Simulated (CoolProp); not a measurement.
C3F8 (R218) along the isotherm -98.55 °C: density (kg/m³) from the reference equation and from simpler models built on Tc = 71.9 °C, pc = 2.640 MPa, ω = 0.317; each cubic takes its own stable root.

Computed with CoolProp (reference Helmholtz-energy equation of state, Lemmon 2006). It is a short technical equation, of lower accuracy than the large ones.

| p (MPa) | phase | reference |
|---|---|---|
| 0.33 | liquid | 1836 |
| 0.66 | liquid | 1837 |
| 0.99 | liquid | 1838 |
| 1.32 | liquid | 1839 |
| 1.65 | liquid | 1839 |
| 1.98 | liquid | 1840 |
| 2.31 | liquid | 1841 |
| 2.64 | liquid | 1841 |
| 2.97 | liquid | 1842 |
| 3.3 | liquid | 1843 |
| 3.63 | liquid | 1843 |
| 3.96 | liquid | 1844 |

### Question
How far does each simpler model (Redlich-Kwong, Peng-Robinson) lie from the reference over these 12 states: mean and median of the absolute difference, and the worst?

### Answer
- Redlich-Kwong: mean 8.3 %, median 8.3 %, worst -8.5 % at -98.55 °C and 0.33 MPa
- Peng-Robinson: mean 5.8 %, median 5.8 %, worst +5.9 % at -98.55 °C and 3.96 MPa
